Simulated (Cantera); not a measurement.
An isothermal, constant-pressure homogeneous reactor starts with NH3 : N2 = 1 : 2.7 (molar parts), at 1750 K and 0.220 bar.

Computed with Cantera and the gas-phase N/H chemistry of the illustrative SiF4/NH3 mechanism in the Surface Chemkin manual (1991). Walls and surfaces, which speed up NH3 decomposition in real reactors, are not modelled.

x: mole fraction; the columns are a selection and need not sum to one.

```json
[
 {"t (s)": "1.00e-6", "x NH3": "0.270", "x H": "1.92e-8", "x NH": "<1e-12", "x N2": "0.730", "x N2H4": "<1e-12", "x H2": "8.53e-9", "x N": "<1e-12"},
 {"t (s)": "8.92e-6", "x NH3": "0.270", "x H": "3.53e-8", "x NH": "2.65e-12", "x N2": "0.730", "x N2H4": "<1e-12", "x H2": "2.12e-7", "x N": "<1e-12"},
 {"t (s)": "7.95e-5", "x NH3": "0.270", "x H": "3.53e-8", "x NH": "3.86e-10", "x N2": "0.730", "x N2H4": "1.89e-11", "x H2": "…", "x N": "<1e-12"},
 {"t (s)": "0.000709", "x NH3": "0.270", "x H": "3.95e-8", "x NH": "6.17e-8", "x N2": "0.730", "x N2H4": "1.59e-9", "x H2": "2.04e-5", "x N": "4.85e-11"},
 {"t (s)": "0.00632", "x NH3": "0.270", "x H": "…", "x NH": "…", "x N2": "0.730", "x N2H4": "3.98e-8", "x H2": "…", "x N": "…"},
 {"t (s)": "0.0564", "x NH3": "0.264", "x H": "2.16e-6", "x NH": "1.18e-6", "x N2": "0.729", "x N2H4": "3.74e-8", "x H2": "0.00742", "x N": "1.55e-8"},
 {"t (s)": "0.503", "x NH3": "0.218", "x H": "1.60e-5", "x NH": "1.62e-6", "x N2": "0.720", "x N2H4": "2.29e-8", "x H2": "0.0614", "x N": "7.50e-8"},
 {"t (s)": "4.49", "x NH3": "0.0594", "x H": "9.02e-5", "x NH": "1.05e-6", "x N2": "0.692", "x N2H4": "3.31e-9", "x H2": "0.249", "x N": "9.32e-8"},
 {"t (s)": "40.0", "x NH3": "0.000906", "x H": "0.000268", "x NH": "8.90e-8", "x N2": "0.681", "x N2H4": "4.16e-12", "x H2": "0.318", "x N": "1.92e-8"}
]
```

Task: Complete the blanks.

Result: 
- 7.95e-5, x H2: 2.17e-6
- 0.00632, x H: 2.73e-7
- 0.00632, x NH: 8.61e-7
- 0.00632, x H2: 0.000522
- 0.00632, x N: 1.64e-9
